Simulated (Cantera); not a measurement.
A freely propagating, adiabatic, planar premixed flame of CH₄ : H₂ : O₂ : N₂ : H₂O = 1 : 0.34 : 3.19 : 12 : 0.58 (molar parts), unburnt at 425 K and 360 Torr; mixture-averaged transport, grid criteria slope 0.08 and curve 0.16, no radiation.

Cantera simulation using GRI-Mech 3.0 (53 species, 325 reactions); the numbers are that mechanism's predictions, not measurements. Burning velocities carry a grid error of a few per cent, more on coarse grids.

x: mole fraction of selected species; z is measured from the peak of heat release.

```csv
z (mm),T (K),u (m/s),x CH₄,x H₂,x O₂,x NO₂,x C₂H₂,x HO₂
-2.89,425,0.503,0.0585,0.0195,0.186,<1e-8,<1e-8,4.34e-8
-1.93,427,0.506,0.0584,0.0189,0.187,<1e-8,<1e-8,6.77e-7
-1.44,433,0.513,0.0581,0.0181,0.186,<1e-8,<1e-8,2.86e-6
-0.963,482,0.570,0.0558,0.0165,0.184,1.37e-8,[?],2.45e-5
-0.482,786,0.934,0.0409,0.0139,0.161,1.89e-8,[?],0.000116
-0.241,1111,1.33,0.0237,0.0125,0.132,<1e-8,[?],0.000124
0,1430,1.71,0.00620,0.00988,0.0963,<1e-8,[?],0.000109
0.241,1570,1.88,0.000502,0.00626,0.0759,<1e-8,[?],2.65e-5
0.482,1623,1.93,2.38e-5,0.00460,0.0691,<1e-8,[?],1.29e-5
0.963,1686,2.00,5.75e-8,0.00375,0.0648,<1e-8,<1e-8,9.46e-6
1.93,1754,2.07,<1e-8,0.00266,0.0624,<1e-8,<1e-8,6.26e-6
3.85,1807,2.13,<1e-8,0.00140,0.0611,<1e-8,<1e-8,3.38e-6
7.71,1839,2.16,<1e-8,0.000571,0.0606,<1e-8,<1e-8,1.58e-6
```

Some entries are withheld; supply them.


- -0.963, x C₂H₂: 8.41e-8
- -0.482, x C₂H₂: 1.05e-6
- -0.241, x C₂H₂: 2.90e-6
- 0, x C₂H₂: 5.17e-6
- 0.241, x C₂H₂: 7.49e-7
- 0.482, x C₂H₂: 1.91e-8
